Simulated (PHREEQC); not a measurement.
Model water analysis in mg/L, 54 °C, pH 6.59, pe 0.8:

| constituent | mg/L |
|---|---|
| Na | 0.00584 |
| K | 2.72e-05 |
| Ca | 0.0138 |
| Mg | 0.0138 |
| Cl | 0.000933 |
| S(6) as SO4 | 0.0496 |
| Alkalinity as HCO3 | 0.0637 |
| Sr | 0.000429 |
| Si as SiO2 | 3.48e-05 |

Valence states are taken as typed.

Model: ion-association model, phreeqc.dat, run in PHREEQC.

```yaml
ionic_strength: 3.79e-6 mol/kgw
charge_balance_error: -0.3 %
```

```tsv
species	molality	activity	log γ
HCO3-	1.03e-6	1.03e-6	-0.001
Mg+2	5.67e-7	5.62e-7	-0.004
SO4-2	5.16e-7	5.11e-7	-0.004
CO2	5.11e-7	5.11e-7	0.000
Ca+2	3.44e-7	3.41e-7	-0.004
OH-	2.70e-7	2.69e-7	-0.001
H+	2.58e-7	2.57e-7	-0.001
Na+	2.54e-7	2.53e-7	-0.001
Cl-	2.63e-8	2.63e-8	-0.001
Sr+2	4.90e-9	4.85e-9	-0.004
```

Precipitation was switched off in this run. Complexes and solids missing from the database can't appear. At this temperature some constants are extrapolated from 25 °C, and those without enthalpy data are left unchanged.
